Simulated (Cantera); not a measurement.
# Thermodynamics of silicon oxide and oxynitride deposition, feed SiH4 + O2 + H2O

Input: 1 mol SiH4, a varied amount of O2, 0.72 mol H2O, equilibrated at 1723.15 K and 67.0 Pa.

Method: chemical equilibrium by Gibbs-energy minimisation in Cantera with the NASA 1993 tables (ideal gas, pure condensed phases). Candidate condensed phases: H2O, Si, SiO2; 18 gas species. The tables hold silica as quartz up to 1696 K and as liquid above; real silica turns to tridymite and cristobalite and melts near 1996 K. Equilibrium is a limit: real reactors are often held back by kinetics, nucleation or transport.

```tsv
n(O2) (mol)	x H2	x H2O	x SiO	x H	x OH	x O	x O2	n SiO2(condensed)
0.17	0.735	0.00194	0.257	0.00605	8.77e-7	5.73e-9	6.79e-12	0.0528
0.21	0.751	0.00212	0.241	0.00611	9.47e-7	6.12e-9	7.75e-12	0.132
0.25	0.767	0.00233	0.224	0.00618	1.03e-6	6.59e-9	8.98e-12	0.212
0.3	0.790	0.00267	0.202	0.00627	1.16e-6	7.33e-9	1.11e-11	0.311
0.37	0.822	0.00334	0.168	0.00640	1.42e-6	8.79e-9	1.60e-11	0.449
0.45	0.863	0.00465	0.126	0.00655	1.94e-6	1.17e-8	2.83e-11	0.605
0.55	0.914	0.00887	0.0702	0.00675	3.59e-6	2.10e-8	9.14e-11	0.794
0.67	0.938	0.0383	0.0167	0.00683	1.53e-5	8.85e-8	1.62e-9	0.954
0.82	0.854	0.136	0.00429	0.00652	5.68e-5	3.44e-7	2.45e-8	0.988
1	0.727	0.265	0.00187	0.00601	0.000120	7.91e-7	1.29e-7	0.995
1.2	0.582	0.411	0.000965	0.00538	0.000208	1.53e-6	4.83e-7	0.997
1.5	0.364	0.631	0.000394	0.00426	0.000404	3.75e-6	2.91e-6	0.999
```
x: gas mole fraction; n: condensed amount in mol.

From 0.17 mol O2 to 1.5 mol O2 the condensed part is SiO2(condensed). The main Si-bearing gas is SiO throughout. The share of Si in condensed phases is highest at 1.5 mol O2 (99.9 %) and lowest at 0.17 mol O2 (5.3 %).
